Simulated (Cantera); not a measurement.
An isothermal, constant-pressure homogeneous reactor starts with 0.990 % CH₄, 99.0 % H₂, at 1850 K and 2670 Pa.

Cantera simulation using GRI-Mech 3.0 (53 species, 325 reactions); the numbers are that mechanism's predictions, not measurements. GRI-Mech 3.0 stops at C3 and has no aromatics, soot or wall deposition, so with more carbon than oxygen in the feed, carbon stays in small species such as C2H2 where larger ones or solid carbon would form. Radical loss at walls, strong at low pressure, is not modelled.

x: mole fraction; the columns are a selection and need not sum to one.

```json
[
 {"t (s)": "6.00e-5", "x CH₄": "0.00990", "x H₂": "0.990", "x C₂H₆": "1.35e-12", "x C₂H": "<1e-12", "x H": "3.89e-6", "x CH₂": "5.35e-12"},
 {"t (s)": "0.000153", "x CH₄": "0.00990", "x H₂": "0.990", "x C₂H₆": "1.23e-11", "x C₂H": "<1e-12", "x H": "1.06e-5", "x CH₂": "3.04e-11"},
 {"t (s)": "0.000391", "x CH₄": "0.00989", "x H₂": "0.990", "x C₂H₆": "1.13e-10", "x C₂H": "<1e-12", "x H": "2.76e-5", "x CH₂": "1.89e-10"},
 {"t (s)": "0.000999", "x CH₄": "0.00989", "x H₂": "0.990", "x C₂H₆": "9.16e-10", "x C₂H": "<1e-12", "x H": "7.10e-5", "x CH₂": "1.21e-9"},
 {"t (s)": "0.00255", "x CH₄": "0.00986", "x H₂": "0.990", "x C₂H₆": "6.27e-9", "x C₂H": "<1e-12", "x H": "0.000182", "x CH₂": "7.79e-9"},
 {"t (s)": "0.00651", "x CH₄": "0.00980", "x H₂": "0.990", "x C₂H₆": "3.61e-8", "x C₂H": "4.45e-12", "x H": "0.000461", "x CH₂": "4.91e-8"},
 {"t (s)": "0.0166", "x CH₄": "0.00961", "x H₂": "0.989", "x C₂H₆": "1.57e-7", "x C₂H": "3.17e-10", "x H": "0.00113", "x CH₂": "2.81e-7"},
 {"t (s)": "0.0424", "x CH₄": "0.00879", "x H₂": "0.988", "x C₂H₆": "3.52e-7", "x C₂H": "(withheld)", "x H": "0.00226", "x CH₂": "9.96e-7"},
 {"t (s)": "0.108", "x CH₄": "0.00645", "x H₂": "0.989", "x C₂H₆": "2.57e-7", "x C₂H": "(withheld)", "x H": "0.00288", "x CH₂": "1.19e-6"},
 {"t (s)": "0.277", "x CH₄": "0.00358", "x H₂": "0.990", "x C₂H₆": "8.46e-8", "x C₂H": "(withheld)", "x H": "0.00306", "x CH₂": "7.63e-7"},
 {"t (s)": "0.706", "x CH₄": "0.00159", "x H₂": "0.991", "x C₂H₆": "1.75e-8", "x C₂H": "(withheld)", "x H": "0.00319", "x CH₂": "3.77e-7"},
 {"t (s)": "1.80", "x CH₄": "0.000634", "x H₂": "0.991", "x C₂H₆": "2.89e-9", "x C₂H": "1.61e-7", "x H": "0.00327", "x CH₂": "1.60e-7"},
 {"t (s)": "4.60", "x CH₄": "0.000251", "x H₂": "0.992", "x C₂H₆": "4.73e-10", "x C₂H": "1.70e-7", "x H": "0.00330", "x CH₂": "6.51e-8"},
 {"t (s)": "11.8", "x CH₄": "0.000113", "x H₂": "0.992", "x C₂H₆": "1.09e-10", "x C₂H": "1.73e-7", "x H": "0.00331", "x CH₂": "2.94e-8"},
 {"t (s)": "30.0", "x CH₄": "7.65e-5", "x H₂": "0.992", "x C₂H₆": "5.94e-11", "x C₂H": "1.74e-7", "x H": "0.00331", "x CH₂": "2.00e-8"}
]
```

**Question.** Some entries are withheld; supply them.

**Answer.** 
- 0.0424, x C₂H: 8.12e-9
- 0.108, x C₂H: 4.70e-8
- 0.277, x C₂H: 9.98e-8
- 0.706, x C₂H: 1.40e-7
